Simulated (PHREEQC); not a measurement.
**Leach liquor (model solution)**

Make-up at 69 °C: 0.41 mol/kgw H2SO4, 0.0014 mol/kgw Li2SO4 and 0.00049 mol/kgw Fe2(SO4)3. Closed to the air; pH follows from the charge balance.

All values are PHREEQC results (ion-association model, wateq4f.dat), not measurements.

Each row changes one thing in this solution. No solid was allowed to form.

```tsv
case	pH	ionic strength (mol/kgw)	HSO4- (mol/kgw)	SO4-2 (mol/kgw)
as made	0.50	0.442	0.397	0.0146
Fe2(SO4)3 from 0.00049 to 0.00098 mol/kgw	0.50	0.443	0.398	0.0146
Fe2(SO4)3 from 0.00049 to 0.000539 mol/kgw	0.50	0.442	0.397	0.0146
Fe2(SO4)3 left out	0.50	0.440	0.397	0.0145
diluted 5-fold with water	1.14	0.0979	0.0746	0.00773
Li2SO4 left out	0.50	0.440	0.396	0.0144
temperature from 69 to 70 °C	0.50	0.441	0.398	0.0142
```

Some of these states are supersaturated (in Hematite (slow to form), for instance). At this temperature some constants are extrapolated from 25 °C, and those without enthalpy data are left unchanged.
